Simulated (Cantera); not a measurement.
## Low-pressure radical oxidation in H2/O2

An isothermal, constant-pressure homogeneous reactor starts with 24.8 % H₂, 75.2 % O₂, equivalence ratio 0.17, at 1298 K and 2.85 Torr.

Computed with Cantera and the H2/O2 subset of GRI-Mech 3.0, which has no nitrogen chemistry. Radical loss at walls, strong at low pressure, is not modelled. The temperature is held fixed by assumption; the heat of reaction is taken as removed at once.

| t (s) | x H₂ | x O₂ | x H₂O | x H | x HO₂ | x O |
|---|---|---|---|---|---|---|
| 2.00e-6 | 0.248 | 0.752 | <1e-12 | 5.37e-10 | 5.41e-10 | 4.16e-12 |
| 1.83e-5 | 0.248 | 0.752 | 4.86e-11 | 4.69e-9 | 4.96e-9 | 3.23e-10 |
| 0.000168 | 0.248 | 0.752 | 2.28e-8 | 4.86e-8 | 4.55e-8 | 1.98e-8 |
| 0.00154 | 0.247 | 0.751 | 0.000497 | 0.000318 | 4.98e-7 | 0.000179 |
| 0.0141 | 0.0134 | 0.613 | 0.189 | 0.0815 | 2.11e-6 | 0.0879 |
| 0.130 | 0.00812 | 0.664 | 0.238 | 0.0318 | 2.42e-6 | 0.0458 |
| 1.19 | 0.000237 | 0.715 | 0.281 | 0.000138 | 6.41e-7 | 0.00122 |
| 10.9 | 5.25e-6 | 0.717 | 0.283 | 4.59e-7 | 3.65e-8 | 2.70e-5 |
| 100 | 5.28e-7 | 0.717 | 0.283 | 1.47e-8 | 3.66e-8 | 2.72e-6 |
x: mole fraction; the columns are a selection and need not sum to one.

Equilibrium at this temperature and pressure: H₂ 4.58e-7, O₂ 0.717, H₂O 0.283, H 1.18e-8, HO₂ 3.86e-8, O 2.36e-6 (gas phase only).
